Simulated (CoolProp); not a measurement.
Vapour-liquid equilibrium of ethylene (1) + isobutane (2) at 3.03 bar; x and y are mole fractions of (1).

Computed with CoolProp (multi-fluid Helmholtz-energy mixture model, Smukala 2000 and Bücker 2006; pair parameters Bell 2016).

```tsv
x	bubble temperature, mixture model (°C)	bubble temperature, Raoult's law (°C)	y, mixture model	y, Raoult's law
0.05	2.2	-5.5	0.444	0.596
0.125	-19.1	-27.7	0.764	0.851
0.2	-34.0	-41.1	0.887	0.928
0.275	-44.7	-50.1	0.939	0.960
0.35	-52.7	-56.8	0.965	0.976
0.425	-58.9	-62.0	0.978	0.984
0.5	-63.9	-66.2	0.986	0.990
0.575	-68.1	-69.7	0.991	0.993
0.65	-71.6	-72.7	0.994	0.995
0.725	-74.6	-75.3	0.996	0.997
0.8	-77.1	-77.6	0.998	0.998
0.875	-79.4	-79.6	0.999	0.999
0.95	-81.4	-81.5	1.000	1.000
```

The largest gap from Raoult's law is +8.6 K in bubble temperature, at x = 0.125. No azeotrope shows between x = 0.05 and 0.95.

Pair parameters are fitted to limited data, so mixtures are less certain than the pure fluids.
